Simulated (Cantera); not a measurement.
A perfectly stirred reactor is fed with C2H6 : H2 = 0.33 : 1.7 (molar parts), at 100.0 Torr; it is held at 1523 K, and followed from long to short residence time.

Computed with Cantera and GRI-Mech 3.0 (53 species, 325 reactions). GRI-Mech 3.0 stops at C3 and has no aromatics, soot or wall deposition, so with more carbon than oxygen in the feed, carbon stays in small species such as C2H2 where larger ones or solid carbon would form.

Question: Predict: x(C2H6) at τ = 0.860 s; x(H2) at τ = 0.860 s; x(CH4) at τ = 0.860 s; x(C2H) at τ = 0.860 s; x(C2H2) at τ = 0.860 s; x(C2H6) at τ = 79.0 ms; x(H2) at τ = 79.0 ms; x(CH4) at τ = 79.0 ms; x(C2H) at τ = 79.0 ms; x(C2H2) at τ = 79.0 ms.

Answer: 
```
Quantity                  Result
----------------------  --------
x(C2H6) at τ = 0.860 s  0.000119
x(H2) at τ = 0.860 s       0.841
x(CH4) at τ = 0.860 s     0.0575
x(C2H) at τ = 0.860 s    2.91e-8
x(C2H2) at τ = 0.860 s    0.0977
x(C2H6) at τ = 79.0 ms  0.000722
x(H2) at τ = 79.0 ms       0.832
x(CH4) at τ = 79.0 ms     0.0700
x(C2H) at τ = 79.0 ms    5.02e-8
x(C2H2) at τ = 79.0 ms    0.0886
```
